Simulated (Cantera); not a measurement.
A closed system holds: 1 mol Ni, 0.21 mol NH₃, 5 mol H₂, at 14000 Pa.

Cantera equilibrium calculation (NASA polynomials, part measured and part estimated; ideal gas, pure solids and liquids). Candidate condensed phases: Ni; 10 gas species. Kinetics and transport are ignored. All values below are at 1825 K.

Base state: H₂ 0.979, N₂ 0.0194, H 0.00116, Ni 0.000136 (mole fractions); condensed: Ni(l).

Problem. What changes in the equilibrium state with this change: Ni replaced by Al?

Solution. 
| species | before | after |
|---|---|---|
| H₂ | 0.979 | 0.990 |
| Al | 0 | 0.00749 |
| AlH | 0 | 0.00119 |
| N₂ | 0.0194 | 1.87e-6 |
| Ni | 0.000136 | 0 |
| H | 0.00116 | 0.00117 |
| Ni(l), mol | 0.999 | 0 |
| Al(l), mol | 0 | 0.743 |
| AlN(s), mol | 0 | 0.210 |
Mutual solubility and eutectic melting of coexisting phases are not modelled. Further candidate phases: Al, AlN.
